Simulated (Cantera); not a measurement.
A perfectly stirred reactor is fed with H₂ : O₂ : N₂ = 1.5 : 1 : 0.56 (molar parts), at 0.200 bar; it is held at 1100 K, and followed from long to short residence time.

Model: GRI-Mech 3.0 (53 species, 325 reactions), integrated in Cantera. The temperature is held fixed by assumption; the heat of reaction is taken as removed at once.

### Question
What does this change do: H2 1.5 to 0.56 parts?

### Answer
```
quantity                  before     after
----------------------  --------  --------
x(H₂) at τ = 0.900 s     0.00135  0.000495
x(O₂) at τ = 0.900 s       0.109     0.391
x(H₂O₂) at τ = 0.900 s   2.90e-6   1.60e-6
x(O) at τ = 0.900 s      3.28e-5   4.90e-5
x(N₂O) at τ = 0.900 s    7.39e-8   1.33e-7
x(H₂) at τ = 13.0 ms      0.0150   0.00647
x(O₂) at τ = 13.0 ms       0.114     0.392
x(H₂O₂) at τ = 13.0 ms   7.48e-6   6.44e-6
x(O) at τ = 13.0 ms     0.000686  0.000838
x(N₂O) at τ = 13.0 ms    2.60e-8   4.66e-8
```
